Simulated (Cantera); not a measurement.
A Cantera script and its output.

```python
import numpy as np
import cantera as ct

gas = ct.Solution("gri30.yaml")
gas.TPX = 1175, 72000, {'H2': 0.48, 'O2': 1, 'N2': 1.5}
reactor = ct.IdealGasConstPressureReactor(gas, energy="off", clone=False)
net = ct.ReactorNet([reactor])
net.rtol, net.atol = 1e-08, 1e-18
show = ['H2', 'O2', 'N2O', 'O', 'H2O2', 'H']
times = np.geomspace(2e-06, 20, 11)

steps = ct.SolutionArray(gas, extra=["t"])
rows = []
print(f"{'t/s':>10s}{'T/K':>9s}{'P/Pa':>11s}" + "".join(f"{s:>11s}" for s in show))
for t in times:
    while net.time < t:
        t_next = net.step()
        steps.append(gas.state, t=t_next)
    rows.append([np.interp(t, steps.t, y) for y in (steps.T, steps.P, *steps(*show).X.T)])
    print(f"{t:10.3e}{rows[-1][0]:9.1f}{rows[-1][1]:11.4g}" + "".join(f"{x:11.3e}" for x in rows[-1][2:]))
rate = np.gradient(steps.T, steps.t)
print("integrator steps:", len(steps.t))
if steps.T.max() > steps.T[0] + 200:
    print(f"time of steepest temperature rise: {steps.t[rate.argmax()]:.4e} s")
gas.TPX = 1175, 72000, {'H2': 0.48, 'O2': 1, 'N2': 1.5}
gas.equilibrate("TP")
print(f"equilibrium (TP): T = {gas.T:.1f} K  " + "  ".join(f"{s} {gas[s].X[0]:.3e}" for s in show))
```

Result:

```
       t/s      T/K       P/Pa         H2         O2        N2O          O       H2O2          H
 2.000e-06   1175.0    7.2e+04  1.611e-01  3.356e-01  9.727e-17  8.423e-10  1.949e-12  3.279e-09
 1.002e-05   1175.0    7.2e+04  1.611e-01  3.356e-01  1.088e-14  3.504e-08  6.896e-11  8.793e-08
 5.024e-05   1175.0    7.2e+04  8.378e-02  3.000e-01  6.878e-09  1.048e-02  1.180e-05  2.509e-02
 2.518e-04   1175.0    7.2e+04  9.505e-04  2.775e-01  6.439e-08  1.704e-04  4.729e-06  2.055e-05
 1.262e-03   1175.0    7.2e+04  7.679e-05  2.774e-01  7.196e-08  1.057e-05  6.807e-07  3.982e-07
 6.325e-03   1175.0    7.2e+04  1.780e-06  2.774e-01  7.451e-08  8.741e-07  1.044e-07  6.345e-09
 3.170e-02   1175.0    7.2e+04  3.427e-08  2.774e-01  7.540e-08  1.222e-07  1.769e-08  2.573e-10
 1.589e-01   1175.0    7.2e+04  5.861e-09  2.774e-01  7.420e-08  2.371e-08  3.701e-09  2.380e-11
 7.962e-01   1175.0    7.2e+04  2.999e-09  2.774e-01  6.497e-08  9.503e-09  1.550e-09  8.186e-12
 3.991e+00   1175.0    7.2e+04  2.951e-09  2.774e-01  3.407e-08  9.137e-09  1.495e-09  7.908e-12
 2.000e+01   1175.0    7.2e+04  2.949e-09  2.774e-01  8.332e-09  9.123e-09  1.492e-09  7.897e-12
integrator steps: 1582
equilibrium (TP): T = 1175.0 K  H2 2.949e-09  O2 2.773e-01  N2O 7.801e-09  O 9.121e-09  H2O2 1.492e-09  H 7.898e-12
```

Model: GRI-Mech 3.0 (53 species, 325 reactions), integrated in Cantera. The temperature is held fixed by assumption; the heat of reaction is taken as removed at once.
